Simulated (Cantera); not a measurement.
Charge: 1 mol CsCl, 0.32 mol O2, a varied amount of H2, held at 1923 K and 1.00 bar.

These are equilibrium values from Cantera (NASA tables, ideal gas, pure condensed phases), not measurements of a reactor. Candidate condensed phases: Cs, CsCl, CsOH, H2O; 22 gas species. The numbers say what is thermodynamically allowed, not how fast it happens.

log p: log10 of the partial pressure in bar; nothing condenses.

| n(H2) (mol) | log p H2 | log p CsCl | log p H2O | log p HCl |
|---|---|---|---|---|
| 18 | -0.04 | -1.30 | -1.48 | [?] |
| 78 | -0.01 | -1.94 | -2.09 | [?] |
| 140 | -0.01 | -2.20 | -2.35 | [?] |
| 200 | 0.00 | -2.36 | -2.50 | [?] |
| 260 | 0.00 | -2.49 | -2.61 | [?] |
| 320 | 0.00 | -2.58 | -2.70 | -3.31 |
| 380 | 0.00 | -2.66 | -2.78 | -3.35 |
| 440 | 0.00 | -2.73 | -2.84 | -3.38 |

Question: Complete the blanks.

Answer: 
- 18, log p HCl: -2.64
- 78, log p HCl: -2.98
- 140, log p HCl: -3.11
- 200, log p HCl: -3.19
- 260, log p HCl: -3.26
